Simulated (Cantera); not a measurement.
Input: 1 mol Cr2O3, 41 mol H2, a varied amount of H2O, held at 1625 K and 24.0 mbar.

Method: chemical equilibrium by Gibbs-energy minimisation in Cantera with the NASA 1993 tables (ideal gas, pure condensed phases). Candidate condensed phases: Cr, Cr2O3, H2O; 13 gas species. Mutual solubility and eutectic melting of coexisting phases are not modelled. Kinetics and transport are ignored.

### Question
Which condensed phases are stable at each of these points (n(H2O) (mol)): 0.066, 0.12, 0.17, 0.22, 0.27, 0.32, 0.37, 0.42, 0.47?

### Answer
| n(H2O) (mol) | condensed phases | Cr condensed (%) |
|---|---|---|
| 0.066 | Cr(s) + Cr2O3(s) | 99.5 |
| 0.12 | Cr2O3(s) | 99.6 |
| 0.17 | Cr2O3(s) | 99.8 |
| 0.22 | Cr2O3(s) | 99.8 |
| 0.27 | Cr2O3(s) | 99.9 |
| 0.32 | Cr2O3(s) | 99.9 |
| 0.37 | Cr2O3(s) | 99.9 |
| 0.42 | Cr2O3(s) | 99.9 |
| 0.47 | Cr2O3(s) | 99.9 |

At 0.066 mol H2O the condensed part is Cr(s) + Cr2O3(s). From 0.12 mol H2O to 0.47 mol H2O the condensed part is Cr2O3(s).
